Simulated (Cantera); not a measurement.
What does this Cantera script print?

```python
import numpy as np
import cantera as ct

gas_names = [...]  # 139 gases of nasa_gas.yaml made of C, H, N, O, Ti
cond_names = """
    C(gr) C6H6(L) C7H8(L) C8H18(L),n-octa H2O(s) H2O(L) Ti(a) Ti(b) Ti(L) TiC(s) TiC(L) TiN(s) TiN(L)
    TiO(a) TiO(b) TiO(L) TiO2(ru) TiO2(L) Ti2O3(a) Ti2O3(b) Ti2O3(L) Ti3O5(a) Ti3O5(b) Ti3O5(L) Ti4O7(s)
    Ti4O7(L)
""".split()


# ... load() reads the species with a 1 bar reference pressure and builds the phases ...
atoms = {
    'Ti(NMe2)4': {'Ti': 1, 'C': 8, 'H': 24, 'N': 4},
    'O2': {'O': 2},
    'H2': {'H': 2},
}
top_T = {'C(gr)': 4500}  # K; cautious upper limits of use, not melting points


# ... equilibrate(T, P, feed) seeds the gas with the atoms and calls Mixture.equilibrate('TP', solver="vcs", rtol=1e-11, max_steps=5000) ...
results = []
feed = {'Ti(NMe2)4': 1, 'O2': 15, 'H2': 1.4}  # mol
P = 370  # Pa
for T in [1698, 1723, 1748, 1773, 1798, 1823, 1848, 1873, 1898, 1923, 1948, 1973]:
    mix = equilibrate(T, P, feed)
    results.append((T, P, feed, dict(zip(mix.species_names, mix.species_moles))))

top = {s: max(r[3][s] / sum(r[3][g] for g in gas_names) for r in results) for s in gas_names}
cols = sorted((s for s in top if top[s] > 1e-05), key=lambda s: -top[s])[:6]
seen = [c for c in cond_names if any(r[3].get(c, 0) > 1e-12 for r in results)]
print("log10 of partial pressures in bar; condensed amounts in mol")
print(f"{'T/K':>10s}" + "".join(f"{s[:9]:>10s}" for s in cols + seen))
for T, P, feed, n in results:
    ng = sum(n[g] for g in gas_names)
    print(f"{T:10.4g}" + "".join(f"{np.log10(max(n[s] / ng * P / 1e5, 1e-99)):10.3f}" for s in cols)
          + "".join(f"{n.get(c, 0):10.4g}" for c in seen))
```

Result:

```
log10 of partial pressures in bar; condensed amounts in mol
       T/K       H2O       CO2        N2        CO        H2        O2  TiO2(ru)
      1698    -2.691    -2.951    -3.500    -3.839    -4.112    -6.570         1
      1723    -2.691    -2.952    -3.500    -3.834    -4.118    -6.332         1
      1748    -2.691    -2.953    -3.500    -3.829    -4.124    -6.103         1
      1773    -2.691    -2.954    -3.501    -3.822    -4.129    -5.883         1
      1798    -2.691    -2.955    -3.501    -3.815    -4.132    -5.671         1
      1823    -2.692    -2.956    -3.501    -3.806    -4.133    -5.470         1
      1848    -2.692    -2.959    -3.502    -3.795    -4.131    -5.281    0.9999
      1873    -2.694    -2.961    -3.502    -3.781    -4.126    -5.104    0.9999
      1898    -2.695    -2.965    -3.503    -3.764    -4.117    -4.941    0.9998
      1923    -2.697    -2.969    -3.504    -3.743    -4.104    -4.791    0.9997
      1948    -2.700    -2.975    -3.506    -3.719    -4.087    -4.656    0.9995
      1973    -2.703    -2.981    -3.507    -3.693    -4.066    -4.533    0.9992
```

Cantera equilibrium calculation (NASA polynomials, part measured and part estimated; ideal gas, pure solids and liquids). The feed counts by its element totals alone.
